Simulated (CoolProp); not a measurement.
Vapour-liquid equilibrium of C2F6 (R116) (1) + propane (2) at 238.5 K; x and y are mole fractions of (1).

Model: multi-fluid Helmholtz-energy mixture model, Lemmon 2006 and Lemmon 2009; pair parameters Bell 2016, in CoolProp.

Problem. Give the bubble pressure and the first vapour's composition at x = 0.275, 0.5, 0.725. Is there an azeotrope?

Solution. x = 0.275: 5.295 bar, y = 0.750; x = 0.5: 5.718 bar, y = 0.780; x = 0.725: 6.121 bar, y = 0.832. No azeotrope shows between x = 0.05 and 0.95.

The pair parameters rest on a limited set of measurements; away from them the model extrapolates. With so large a gap from Raoult's law the liquid may split in two, which this calculation doesn't test in full.
